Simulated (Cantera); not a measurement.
## Silicon epitaxy and polysilicon growth: SiCl4 + H2

Input: 1 mol SiCl4, a varied amount of H2, held at 1298.15 K and 1.80 bar.

Method: chemical equilibrium by Gibbs-energy minimisation in Cantera with the NASA 1993 tables (ideal gas, pure condensed phases). Candidate condensed phases: Si; 19 gas species. The tables' values for SiCl3 are old estimates; treat these amounts as uncertain. Equilibrium is a limit: real reactors are often held back by kinetics, nucleation or transport.

From 120 mol H2 to 670 mol H2 the condensed part is Si(s). The main Si-bearing gas is SiHCl3 at 120 mol H2 and SiCl2 at 670 mol H2. The share of Si in condensed phases is highest at 670 mol H2 (88.7 %) and lowest at 120 mol H2 (47.3 %).

```csv
n(H2) (mol),x H2,x HCl,x SiHCl3,x SiCl2,x SiCl4,n Si(s)
120,0.975,0.0209,0.00154,0.00119,0.000729,0.473
150,0.979,0.0183,0.00103,0.000909,0.000424,0.545
180,0.982,0.0163,0.000719,0.000716,0.000263,0.603
220,0.984,0.0141,0.000472,0.000541,0.000150,0.664
280,0.987,0.0118,0.000274,0.000376,7.26e-5,0.730
350,0.990,0.00988,0.000160,0.000263,3.54e-5,0.782
430,0.991,0.00831,9.50e-5,0.000185,1.76e-5,0.823
540,0.993,0.00680,5.20e-5,0.000124,7.88e-6,0.860
670,0.994,0.00559,2.88e-5,8.36e-5,3.59e-6,0.887
```
x: gas mole fraction; n: condensed amount in mol.
